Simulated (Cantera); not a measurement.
## Ignition delay

Mixture: 5.00 % CH4, 20.0 % O2, 75.0 % N2, equivalence ratio 0.50, at 1500000 Pa, adiabatic and at constant pressure. Ignition delay is the time to a rise of 400 K.

Model: GRI-Mech 3.0 (53 species, 325 reactions), integrated in Cantera. The pressure lies above the range GRI-Mech 3.0 was tuned for (to about 10 atm).

```tsv
T0 (K)	delay (ms)
1450	0.163
1525	0.0835
1600	0.0450
1675	0.0254
1750	0.0150
```

The apparent activation energy between 1600 and 1750 K is 170 kJ/mol.
